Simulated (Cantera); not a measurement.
## Ignition delay

Mixture: 31.7 % CO, 4.13 % H2, 14.9 % O2, 49.2 % N2, equivalence ratio 1.2, at 10.0 bar, adiabatic and at constant pressure. Ignition delay is the time to a rise of 400 K.

Detailed kinetics in Cantera: GRI-Mech 3.0 (53 species, 325 reactions). The hydrogen kinetics of GRI-Mech 3.0 are dated; newer H2 mechanisms differ, most at raised pressure. Where the delays flatten at high temperature, the 400 K rule measures the pace of heat release, not the induction time.

```json
[
 {"T0 (K)": "1275", "delay (ms)": "0.0119"},
 {"T0 (K)": "1375", "delay (ms)": "0.00573"},
 {"T0 (K)": "1475", "delay (ms)": "0.00374"},
 {"T0 (K)": "1575", "delay (ms)": "0.00284"},
 {"T0 (K)": "1675", "delay (ms)": "0.00235"},
 {"T0 (K)": "1775", "delay (ms)": "0.00206"}
]
```
